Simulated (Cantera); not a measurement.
## Premixed flame

A freely propagating, adiabatic, planar premixed flame of H₂ : O₂ : N₂ = 1 : 0.385 : 1.45 (molar parts), equivalence ratio 1.3, unburnt at 373 K and 1.00 atm; mixture-averaged transport, grid criteria slope 0.08 and curve 0.16, no radiation.

Computed with Cantera and the H2/O2 subset of GRI-Mech 3.0, which has no nitrogen chemistry. Burning velocities carry a grid error of a few per cent, more on coarse grids.

```
z (mm)   T (K)  u (m/s)    x H₂     x O₂     x HO₂   x H₂O₂       x O     x H₂O
-------  -----  -------  ------  -------  --------  -------  --------  --------
-1.09      373     4.01   0.353    0.136     <1e-8    <1e-8     <1e-8     <1e-8
-0.727     373     4.01   0.353    0.136     <1e-8    <1e-8     <1e-8     <1e-8
-0.545     373     4.01   0.353    0.136     <1e-8    <1e-8     <1e-8     <1e-8
-0.363     373     4.01   0.353    0.136   1.43e-8    <1e-8     <1e-8   4.77e-8
-0.182     383     4.10   0.349    0.137   6.59e-5  3.49e-6   9.85e-7  0.000159
-0.0908    633     6.58   0.315    0.133  0.000340  8.73e-5  0.000151    0.0173
0         1117     11.2   0.223    0.101  0.000109  1.06e-5   0.00297    0.0938
0.0908    1457     14.4   0.126   0.0428   4.01e-5  2.99e-6   0.00735     0.201
0.182     1621     15.9  0.0909   0.0174   1.53e-5  1.87e-6   0.00744     0.247
0.363     1776     17.3  0.0850  0.00910   7.15e-6  1.02e-6   0.00630     0.265
0.727     1927     18.6  0.0875  0.00646   4.51e-6  5.21e-7   0.00468     0.274
1.45      2069     19.8  0.0889  0.00417   2.70e-6  2.79e-7   0.00300     0.284
2.91      2188     20.7  0.0894  0.00233   1.49e-6  1.61e-7   0.00165     0.293
```
x: mole fraction of selected species; z is measured from the peak of heat release.

The laminar burning velocity is 401 cm/s, the thermal thickness is 0.363 mm and the peak x(HO₂) comes out as 0.000474. The peak x(H₂O₂) comes out as 8.75e-5, the peak x(O) comes out as 0.00765 and the grid points is 121.
